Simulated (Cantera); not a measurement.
**Ignition delay**

Mixture: CO : H2 : O2 : N2 = 1 : 0.49 : 0.866 : 3.26 (molar parts), at 380000 Pa, adiabatic and at constant pressure. Ignition delay is the time to a rise of 400 K.

Computed with Cantera and GRI-Mech 3.0 (53 species, 325 reactions). The hydrogen kinetics of GRI-Mech 3.0 are dated; newer H2 mechanisms differ, most at raised pressure. Where the delays flatten at high temperature, the 400 K rule measures the pace of heat release, not the induction time.

| T0 (K) | delay (ms) |
|---|---|
| 1425 | 0.00802 |
| 1500 | 0.00672 |
| 1575 | 0.00592 |
| 1650 | 0.00542 |
| 1725 | 0.00513 |
